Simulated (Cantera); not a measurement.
Charge: 1 mol Cr, 0.17 mol NH3, 7.1 mol N2, at 2400 °C and 0.820 bar.

Cantera equilibrium calculation (NASA polynomials, part measured and part estimated; ideal gas, pure solids and liquids). Candidate condensed phases: Cr, CrN, Cr2N; 11 gas species. The numbers say what is thermodynamically allowed, not how fast it happens.

Base state: N2 0.847, Cr 0.118, H2 0.0256, H 0.00905 (mole fractions); condensed: gas only.

Question: What changes in the equilibrium state with this change: Cr replaced by Zr?

Answer: 
```csv
species,before,after
N2,0.847,0.958
H2,0.0256,0.0315
H,0.00905,0.0101
Cr,0.118,0
"ZrN(s), mol",0,1.000
```
ZrN: taken at fixed stoichiometry. Further candidate phases: Zr, ZrN.
